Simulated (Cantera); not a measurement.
Feed: 1 mol H2O, 0.21 mol O2, at 7.50 Torr.

Method: chemical equilibrium by Gibbs-energy minimisation in Cantera with the NASA 1993 tables (ideal gas, pure condensed phases). Candidate condensed phases: H2O; 9 gas species. Rates play no part. All values below are at 2275 K.

Base state: H2O 0.719, O2 0.163, OH 0.0531, H2 0.0320, O 0.0173, H 0.0152 (mole fractions); condensed: gas only.

**Question.** What changes in the equilibrium state with this change: O2 from 0.21 to 0.043 mol?

**Answer.** 
```tsv
species	before	after
H2O	0.719	0.807
H2	0.0320	0.0602
O2	0.163	0.0580
O	0.0173	0.0103
H	0.0152	0.0208
OH	0.0531	0.0435
```

**Question.** What changes in the equilibrium state with this change: H2O replaced by PH3?

**Answer.** 
```csv
species,before,after
H2,0.0320,0.610
PO,0,0.157
P2,0,0.134
H2O,0.719,0.0173
O2,0.163,2.58e-7
O,0.0173,2.18e-5
OH,0.0531,0.000292
H,0.0152,0.0663
P,0,0.00927
PO2,0,0.00505
PH,0,0.000565
```
Gases not in the tables: HPO2, HPO3 and P4O6. Further candidate phases: P, P4O10.
